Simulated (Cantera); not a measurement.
Charge: 1 mol PbO, 0.42 mol CH4, 1.1 mol N2, equilibrated at 2200 °C and 68.0 Pa.

Equilibrium computed with Cantera from the NASA thermochemical tables; the gas is ideal and each condensed phase is pure. Candidate condensed phases: C, C6H6, C7H8, C8H18, H2O, Pb, PbO, PbO2, Pb3O4; 139 gas species. Kinetics and transport are ignored.

Base state: N2 0.267, Pb 0.242, H 0.208, CO 0.0943, H2 0.0589, O 0.0518, H2O 0.0314, OH 0.0222 (mole fractions); condensed: gas only.

Question: What changes in the equilibrium state with this change: CH4 from 0.42 to 5.5 mol?

Answer: 
```json
[
 {"species": "H", "before": "0.208", "after": "0.493"},
 {"species": "H2", "before": "0.0589", "after": "0.332"},
 {"species": "N2", "before": "0.267", "after": "0.0534"},
 {"species": "O", "before": "0.0518", "after": "<1e-9"},
 {"species": "H2O", "before": "0.0314", "after": "<1e-9"},
 {"species": "OH", "before": "0.0222", "after": "<1e-9"},
 {"species": "O2", "before": "0.0114", "after": "<1e-9"},
 {"species": "Pb", "before": "0.242", "after": "0.0534"},
 {"species": "CO", "before": "0.0943", "after": "0.0534"},
 {"species": "HCN", "before": "<1e-9", "after": "0.00881"},
 {"species": "CO2", "before": "0.00821", "after": "<1e-9"},
 {"species": "C(graphite), mol", "before": "0", "after": "4.14"}
]
```
